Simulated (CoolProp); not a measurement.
Vapour-liquid equilibrium of acetone (1) + n-hexane (2) at 394.2 K; x and y are mole fractions of (1).

Values from CoolProp's multi-fluid Helmholtz-energy mixture model, Lemmon 2006 and Thol 2019; pair parameters Bell 2016.

| x | bubble pressure (MPa) | y at the bubble point | dew pressure at overall composition x (MPa) | liquid density (mol/L) |
|---|---|---|---|---|
| 0.05 | 0.4716 | 0.155 | 0.4281 | 6.581 |
| 0.125 | 0.5422 | 0.298 | 0.4586 | 6.769 |
| 0.2 | 0.5929 | 0.388 | 0.4926 | 6.975 |
| 0.275 | 0.6294 | 0.453 | 0.5302 | 7.204 |
| 0.35 | 0.6559 | 0.503 | 0.5711 | 7.459 |
| 0.425 | 0.6751 | 0.546 | 0.6137 | 7.745 |
| 0.5 | 0.6886 | 0.585 | 0.6542 | 8.065 |
| 0.575 | 0.6974 | 0.622 | 0.6856 | 8.424 |
| 0.65 | 0.7017 | 0.662 | 0.7009 | 8.826 |
| 0.725 | 0.7008 | 0.706 | 0.6989 | 9.278 |
| 0.8 | 0.6936 | 0.759 | 0.6843 | 9.783 |
| 0.875 | 0.6774 | 0.826 | 0.6625 | 10.35 |
| 0.95 | 0.6486 | 0.917 | 0.6372 | 10.98 |

y crosses x between x = 0.65 and 0.725: the model has an azeotrope there.

The pair parameters rest on a limited set of measurements; away from them the model extrapolates.
